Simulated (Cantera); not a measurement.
A perfectly stirred reactor is fed with 13.4 % CH4, 0.483 % H2, 18.1 % O2, 68.0 % N2, equivalence ratio 1.5, at 750 Torr; it is adiabatic with a 300 K inlet, and is followed from long to short residence time, starting on the burning branch (τ in s: 0.3, 0.099, 0.033, 0.011, 0.0036, 0.0012, 0.0004, 0.00013, 4.5e-05, 1.5e-05, 4.9e-06).

Cantera simulation using GRI-Mech 3.0 (53 species, 325 reactions); the numbers are that mechanism's predictions, not measurements.

x: mole fraction; the columns are a selection and need not sum to one.

```tsv
τ (s)	T (K)	x CH4	x H2	x O2	x O	x CH2CO
0.30	1919	0.00107	0.0782	0.000124	3.79e-7	1.79e-6
0.099	1921	0.00178	0.0750	0.000315	7.69e-7	5.40e-6
0.033	1920	0.00251	0.0715	0.000742	1.78e-6	1.30e-5
0.011	1911	[?]	0.0681	[?]	[?]	[?]
0.0036	1888	0.00429	0.0647	0.00379	1.14e-5	4.84e-5
0.0012	1816	0.00736	0.0598	0.0107	2.76e-5	0.000112
0.00040	300	0.134	0.00483	0.181	<1e-12	<1e-12
0.00013	300	0.134	0.00483	0.181	<1e-12	<1e-12
4.5e-5	300	0.134	0.00483	0.181	<1e-12	<1e-12
1.5e-5	300	0.134	0.00483	0.181	<1e-12	<1e-12
4.9e-6	300	0.134	0.00483	0.181	<1e-12	<1e-12
```

Problem. Complete the blanks.

Solution. 
- 0.011, x CH4: 0.00326
- 0.011, x O2: 0.00166
- 0.011, x O: 4.42e-6
- 0.011, x CH2CO: 2.61e-5
